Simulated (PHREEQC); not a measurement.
Consider water at 20 °C with 0.074 mol/kgw HF and 0.23 mol/kgw NaF. Closed to the air; pH follows from the charge balance.

The numbers come from PHREEQC with the ion-association model, phreeqc.dat.

| quantity | before | after |
|---|---|---|
| pH | 3.60 | 6.73 |
| ionic strength (mol/kgw) | 0.218 | 0.287 |
| Na+ (mol/kgw) | 0.218 | 0.213 |
| F- (mol/kgw) | 0.189 | 0.287 |
| HF (mol/kgw) | 0.0437 | 4.67e-5 |
| HF2- (mol/kgw) | 0.0300 | 4.87e-5 |

Q: Name the change that produced these shifts.
A. HF replaced by NH4F at the same molality
B. HF from 0.074 to 0.0814 mol/kgw
C. temperature from 20 to 30 °C
D. HF left out
E. diluted 5-fold with water

A: A, HF replaced by NH4F at the same molality

This is a speciation only: nothing precipitates in the calculation.
